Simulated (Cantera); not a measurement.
An isothermal, constant-pressure homogeneous reactor starts with C2H6 : N2 : H2O = 1 : 150 : 0.21 (molar parts), at 1850 K and 4.58 Torr.

Cantera simulation using GRI-Mech 3.0 (53 species, 325 reactions); the numbers are that mechanism's predictions, not measurements. GRI-Mech 3.0 stops at C3 and has no aromatics, soot or wall deposition, so with more carbon than oxygen in the feed, carbon stays in small species such as C2H2 where larger ones or solid carbon would form. Radical loss at walls, strong at low pressure, is not modelled.

**Question.** Predict: x(C2H2) at 30.0 s; x(CH3) at 30.0 s; x(H) at 30.0 s; x(CH4) at 30.0 s; x(H2) at 30.0 s; x(C2H) at 30.0 s.

**Answer.** 
- x(C2H2) at 30.0 s: 0.00557 (gas-phase equilibrium 0.000311)
- x(CH3) at 30.0 s: 1.37e-6 (gas-phase equilibrium 8.85e-9)
- x(H) at 30.0 s: 0.000422 (gas-phase equilibrium 0.000841)
- x(CH4) at 30.0 s: 2.40e-6 (gas-phase equilibrium 7.69e-9)
- x(H2) at 30.0 s: 0.0149 (gas-phase equilibrium 0.0147)
- x(C2H) at 30.0 s: 1.70e-6 (gas-phase equilibrium 1.92e-7)
